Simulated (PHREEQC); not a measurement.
## Brine

A solution holds 0.53 mol/kgw CaCl2 and 4.3e-05 mol/kgw H4SiO4, at 25 °C. Closed to the air; pH follows from the charge balance.

The numbers come from PHREEQC with the Pitzer model, pitzer.dat.

```
Item                       Result
-------------------  ------------
pH                           6.55
ionic strength       1.59 mol/kgw
activity of water           0.974
density               1.043 g/cm³
osmotic coefficient         0.922
```

```csv
species,molality,activity,log γ
Cl-,1.06,0.616,-0.236
Ca+2,0.530,0.139,-0.580
H4SiO4,4.29e-5,5.52e-5,0.110
H+,2.86e-7,2.82e-7,-0.007
OH-,1.85e-7,3.50e-8,-0.723
H3SiO4-,1.01e-7,2.89e-8,-0.544
```

Precipitation was switched off in this run. In brines, pH and single-ion activities rest on the MacInnes convention.
